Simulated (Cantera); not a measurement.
Stirred combustor or abatement burner

A perfectly stirred reactor is fed with 5.54 % CH₄, 8.31 % CO, 10.9 % O₂, 75.3 % N₂, equivalence ratio 1.4, at 260000 Pa; it is adiabatic with a 498 K inlet, and is followed from long to short residence time, starting on the burning branch (τ in s: 0.17, 0.072, 0.03, 0.012, 0.0052, 0.0021, 0.00089, 0.00037, 0.00015, 6.3e-05, 2.6e-05, 1.1e-05).

Cantera simulation using GRI-Mech 3.0 (53 species, 325 reactions); the numbers are that mechanism's predictions, not measurements.

| τ (s) | T (K) | x CH₄ | x CO | x O₂ | x C₂H₂ | x H | x NO₂ |
|---|---|---|---|---|---|---|---|
| 0.17 | 1740 | 0.00126 | 0.0619 | 0.000506 | 0.000395 | 4.88e-5 | 2.42e-10 |
| 0.072 | 1735 | 0.00136 | 0.0622 | 0.000858 | 0.000436 | 6.73e-5 | 4.47e-10 |
| 0.030 | 1727 | 0.00140 | 0.0633 | 0.00141 | 0.000434 | 9.78e-5 | 8.32e-10 |
| 0.012 | 1714 | 0.00145 | 0.0651 | 0.00231 | 0.000388 | 0.000148 | 1.53e-9 |
| 0.0052 | 1694 | 0.00158 | 0.0677 | 0.00369 | 0.000317 | 0.000215 | 2.45e-9 |
| 0.0021 | 1648 | 0.00210 | 0.0729 | 0.00705 | 0.000228 | 0.000283 | 3.30e-9 |
| 0.00089 | 498 | 0.0554 | 0.0831 | 0.109 | <1e-12 | <1e-12 | <1e-12 |
| 0.00037 | 498 | 0.0554 | 0.0831 | 0.109 | <1e-12 | <1e-12 | <1e-12 |
| 0.00015 | 498 | 0.0554 | 0.0831 | 0.109 | <1e-12 | <1e-12 | <1e-12 |
| 6.3e-5 | 498 | 0.0554 | 0.0831 | 0.109 | <1e-12 | <1e-12 | <1e-12 |
| 2.6e-5 | 498 | 0.0554 | 0.0831 | 0.109 | <1e-12 | <1e-12 | <1e-12 |
| 1.1e-5 | 498 | 0.0554 | 0.0831 | 0.109 | <1e-12 | <1e-12 | <1e-12 |
x: mole fraction; the columns are a selection and need not sum to one.
